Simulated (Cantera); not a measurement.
# Thermodynamics of titanium nitride, carbide and oxide coatings, feed Ti + O2 + H2 + CH4

A closed system holds: 1 mol Ti, 2.6 mol O2, 3 mol H2, 2.6 mol CH4, at 39.0 Pa.

These are equilibrium values from Cantera (NASA tables, ideal gas, pure condensed phases), not measurements of a reactor. Candidate condensed phases: C, C6H6, C7H8, C8H18, H2O, Ti, TiC, TiO, TiO2, Ti2O3, Ti3O5, Ti4O7; 113 gas species. Mutual solubility and eutectic melting of coexisting phases are not modelled. Condensed phases not in the tables: Magnéli phases beyond Ti4O7. Rates play no part.

```
T (°C)  log p H2  log p CO  log p H2O  log p H  n TiO2(rutile)  n Ti4O7(s)
------  --------  --------  ---------  -------  --------------  ----------
1202       -3.56     -4.04      -4.72    -6.67            1.00           0
1252       -3.56     -4.04      -4.71    -6.41            1.00           0
1302       -3.56     -4.04      -4.71    -6.16            1.00           0
1352       -3.56     -4.04      -4.71    -5.93           1.000           0
1402       -3.56     -4.04      -4.71    -5.72           1.000           0
1452       -3.56     -4.04      -4.71    -5.51           1.000           0
1502       -3.57     -4.04      -4.62    -5.32           0.450       0.138
1552       -3.58     -4.04      -4.55    -5.15               0       0.250
1602       -3.59     -4.04      -4.56    -4.98               0       0.250
1652       -3.59     -4.05      -4.56    -4.82               0       0.250
```
log p: log10 of the partial pressure in bar; n: condensed amount in mol.

From 1202 °C to 1452 °C the condensed part is TiO2(rutile). At 1502 °C the condensed part is TiO2(rutile) + Ti4O7(s). From 1552 °C to 1652 °C the condensed part is Ti4O7(s).
